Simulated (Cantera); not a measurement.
Charge: 1 mol AlN, 7 mol HCl, 81 mol H2, equilibrated at 798.15 K and 0.0180 Torr.

These are equilibrium values from Cantera (NASA tables, ideal gas, pure condensed phases), not measurements of a reactor. Candidate condensed phases: Al, AlCl3, AlN, NH4Cl; 20 gas species. Kinetics and transport are ignored.

Base state: H2 0.937, HCl 0.0472, AlCl3 0.0108, N2 0.00539 (mole fractions); condensed: AlN(s).

Question: What changes in the equilibrium state with this change: temperature from 798.15 K to 948 K?

Answer: 
| species | before | after |
|---|---|---|
| H2 | 0.937 | 0.937 |
| HCl | 0.0472 | 0.0455 |
| AlCl3 | 0.0108 | 0.0114 |
| N2 | 0.00539 | 0.00568 |
| AlN(s), mol | 0.0508 | 0 |
